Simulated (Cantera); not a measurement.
Diamond growth

A diamond (100) surface in a fixed gas of H2 with x(CH4) = 0.023, x(H) = 0.0081, at 1173 K, 0.170 bar; coverages are run to steady state.

Model: the Harris–Goodwin 1993 mechanism for the reconstructed diamond (100) surface, integrated in Cantera.

```
x(CH3)   growth (µm/h)  θ c6HH  θ c6H*  θ c6*H  θ c6**    θ c6HM
-------  -------------  ------  ------  ------  ------  --------
1e-06            0.134   0.458  0.0358   0.479  0.0266   2.70e-5
2.3e-06          0.309   0.458  0.0358   0.479  0.0266   6.21e-5
5.3e-06          0.711   0.458  0.0358   0.479  0.0266  0.000143
1.2e-05           1.61   0.458  0.0358   0.479  0.0266  0.000324
2.8e-05           3.75   0.458  0.0357   0.479  0.0266  0.000755
6.4e-05           8.56   0.457  0.0357   0.478  0.0265   0.00172
0.00015           20.0   0.456  0.0355   0.476  0.0263   0.00402
0.00034           44.7   0.452  0.0352   0.472  0.0260   0.00901
0.00078            100   0.444  0.0346   0.463  0.0251    0.0202
```
θ: site fractions in the mechanism's names (c6HH fully hydrogenated, c6H* and c6*H radical sites, c6** diradical, c6HM methylated).
